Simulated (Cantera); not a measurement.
## Pb + N2 (iron carbonyl, mercury and lead vapours)

Charge: 1 mol Pb, 3.8 mol N2, at 133 Pa.

Method: chemical equilibrium by Gibbs-energy minimisation in Cantera with the NASA 1993 tables (ideal gas, pure condensed phases). Candidate condensed phases: Pb; 4 gas species. The numbers say what is thermodynamically allowed, not how fast it happens.

From 475 K to 575 K the condensed part is Pb(s). From 675 K to 1075 K the condensed part is Pb(l). From 1175 K to 1275 K nothing is condensed.

```json
[
 {"T (K)": "475", "log p N2": "-2.88", "log p Pb": "<-14", "log p Pb2": "<-14", "n Pb(s)": "1.00", "n Pb(l)": "0"},
 {"T (K)": "575", "log p N2": "-2.88", "log p Pb": "-12.02", "log p Pb2": "<-14", "n Pb(s)": "1.00", "n Pb(l)": "0"},
 {"T (K)": "675", "log p N2": "-2.88", "log p Pb": "-9.47", "log p Pb2": "<-14", "n Pb(s)": "0", "n Pb(l)": "1.000"},
 {"T (K)": "775", "log p N2": "-2.88", "log p Pb": "-7.60", "log p Pb2": "<-14", "n Pb(s)": "0", "n Pb(l)": "1.000"},
 {"T (K)": "875", "log p N2": "-2.88", "log p Pb": "-6.17", "log p Pb2": "-12.61", "n Pb(s)": "0", "n Pb(l)": "0.998"},
 {"T (K)": "975", "log p N2": "-2.88", "log p Pb": "-5.04", "log p Pb2": "-10.71", "n Pb(s)": "0", "n Pb(l)": "0.974"},
 {"T (K)": "1075", "log p N2": "-2.90", "log p Pb": "-4.12", "log p Pb2": "-9.17", "n Pb(s)": "0", "n Pb(l)": "0.770"},
 {"T (K)": "1175", "log p N2": "-2.98", "log p Pb": "-3.56", "log p Pb2": "-8.29", "n Pb(s)": "0", "n Pb(l)": "0"},
 {"T (K)": "1275", "log p N2": "-2.98", "log p Pb": "-3.56", "log p Pb2": "-8.51", "n Pb(s)": "0", "n Pb(l)": "0"}
]
```
log p: log10 of the partial pressure in bar; n: condensed amount in mol.
